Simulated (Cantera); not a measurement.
Charge: 1 mol Si, 2.2 mol Br2, equilibrated at 777 °C and 0.230 bar.

Cantera equilibrium calculation (NASA polynomials, part measured and part estimated; ideal gas, pure solids and liquids). Candidate condensed phases: Br2, Si; 9 gas species. Kinetics and transport are ignored.

Base state: SiBr4 0.830, Br2 0.162, Br 0.00843 (mole fractions); condensed: gas only.

Question: What changes in the equilibrium state with this change: Br2 from 2.2 to 0.92 mol?

Answer: 
```csv
species,before,after
SiBr4,0.830,0.984
SiBr2,<1e-9,0.00860
SiBr3,1.13e-6,0.00705
Br2,0.162,5.90e-9
Br,0.00843,1.61e-6
"Si(s), mol",0,0.537
```
The tables' values for SiBr3 are old estimates; treat these amounts as uncertain.
